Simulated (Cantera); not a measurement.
**SF6 + H2O + N2 (abatement and gas-phase synthesis)**

Feed: 1 mol SF6, 4.7 mol H2O, 1.4 mol N2, at 750 Torr.

Equilibrium computed with Cantera from the NASA thermochemical tables; the gas is ideal and each condensed phase is pure. Candidate condensed phases: H2O, H2SO4, S; 62 gas species. The numbers say what is thermodynamically allowed, not how fast it happens.

From 1923 K to 2723 K nothing is condensed.

| T (K) | log p HF | log p H2O | log p N2 | log p SO2 | log p O2 | log p OH | log p H2 | log p O |
|---|---|---|---|---|---|---|---|---|
| 1923 | -0.25 | -0.80 | -0.88 | -1.03 | -1.34 | -2.92 | -3.93 | -4.11 |
| 2023 | -0.25 | -0.80 | -0.88 | -1.03 | -1.34 | -2.70 | -3.59 | -3.77 |
| 2123 | -0.25 | -0.80 | -0.88 | -1.03 | -1.34 | -2.51 | -3.29 | -3.46 |
| 2223 | -0.25 | -0.81 | -0.88 | -1.03 | -1.35 | -2.33 | -3.01 | -3.18 |
| 2323 | -0.25 | -0.81 | -0.89 | -1.03 | -1.35 | -2.17 | -2.76 | -2.92 |
| 2423 | -0.25 | -0.82 | -0.89 | -1.04 | -1.36 | -2.03 | -2.53 | -2.69 |
| 2523 | -0.25 | -0.83 | -0.89 | -1.04 | -1.36 | -1.90 | -2.33 | -2.47 |
| 2623 | -0.25 | -0.85 | -0.89 | -1.05 | -1.36 | -1.78 | -2.15 | -2.27 |
| 2723 | -0.26 | -0.88 | -0.90 | -1.07 | -1.36 | -1.67 | -1.99 | -2.08 |
log p: log10 of the partial pressure in bar; nothing condenses.
